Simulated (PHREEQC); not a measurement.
## Leach liquor: speciation

Dissolve 54 mmol/kgw HCl and 11 mmol/kgw ZnSO4 at 25 °C. Closed to the air; pH follows from the charge balance.

Equilibrium calculation in PHREEQC: ion-association model, phreeqc.dat.

Each row changes one thing in this solution. No solid was allowed to form.

```tsv
case	pH	ionic strength (mol/kgw)	Zn+2 (mol/kgw)	HSO4- (mol/kgw)	SO4-2 (mol/kgw)	ZnSO4 (mol/kgw)
as made	1.40	0.0792	0.00926	0.00647	0.00331	0.00115
0.0062 mol/kgw NaAlO2 added	1.67	0.0853	0.00934	0.00335	0.00323	0.00108
ZnSO4 from 0.011 to 0.055 mol/kgw	1.55	0.167	0.0370	0.0194	0.0173	0.0143
temperature from 25 to 60 °C	1.42	0.0746	0.00838	0.00831	0.00195	0.000722
temperature from 25 to 10 °C	1.39	0.0807	0.00942	0.00576	0.00390	0.00125
```

Species that the database lacks are ignored. Constants without temperature data keep their 25 °C values here.
